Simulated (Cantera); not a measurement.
An adiabatic, constant-pressure homogeneous reactor starts with CH₄ : C₂H₆ : O₂ : N₂ : CO₂ = 1 : 0.12 : 1.73 : 10.5 : 1.4 (molar parts), at 1300 K and 0.880 bar.

Cantera simulation using GRI-Mech 3.0 (53 species, 325 reactions); the numbers are that mechanism's predictions, not measurements.

Predict: time of steepest temperature rise; temperature at 0.300 s; equilibrium temperature; x(O₂) at 0.300 s; x(HCN) at 0.300 s; x(O) at 0.300 s; x(H₂O) at 0.300 s.


```json
{
 "time_of_steepest_temperature_rise": "3.71 ms",
 "temperature at 0.300 s": "2248 K",
 "equilibrium_temperature": "2248 K",
 "x(O₂) at 0.300 s": "0.000149 (gas-phase equilibrium 0.000149)",
 "x(HCN) at 0.300 s": "1.88e-9 (gas-phase equilibrium 1.99e-9)",
 "x(O) at 0.300 s": "4.76e-5 (gas-phase equilibrium 4.75e-5)",
 "x(H₂O) at 0.300 s": "0.133 (gas-phase equilibrium 0.133)"
}
```
